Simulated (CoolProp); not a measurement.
Vapour-liquid equilibrium of benzene (1) + dimethyl carbonate (2) at 27.15 °C; x and y are mole fractions of (1).

Values from CoolProp's multi-fluid Helmholtz-energy mixture model, Thol 2012 and Zhou 2011; pair parameters Bell 2016.

| x | bubble pressure, mixture model (bar) | bubble pressure, Raoult's law (bar) | y, mixture model | y, Raoult's law |
|---|---|---|---|---|
| 0.05 | 0.08738 | 0.08400 | 0.118 | 0.083 |
| 0.15 | 0.09827 | 0.08990 | 0.292 | 0.234 |
| 0.25 | 0.1072 | 0.09581 | 0.417 | 0.366 |
| 0.35 | 0.1146 | 0.1017 | 0.515 | 0.482 |
| 0.45 | 0.1208 | 0.1076 | 0.597 | 0.586 |
| 0.55 | 0.1260 | 0.1135 | 0.670 | 0.679 |
| 0.65 | 0.1304 | 0.1194 | 0.738 | 0.762 |
| 0.75 | 0.1341 | 0.1253 | 0.806 | 0.838 |
| 0.85 | 0.1371 | 0.1312 | 0.877 | 0.907 |
| 0.95 | 0.1393 | 0.1371 | 0.956 | 0.970 |

The largest gap from Raoult's law is +12.7 % in bubble pressure, at x = 0.35. No azeotrope shows between x = 0.05 and 0.95.

The pair parameters rest on a limited set of measurements; away from them the model extrapolates.
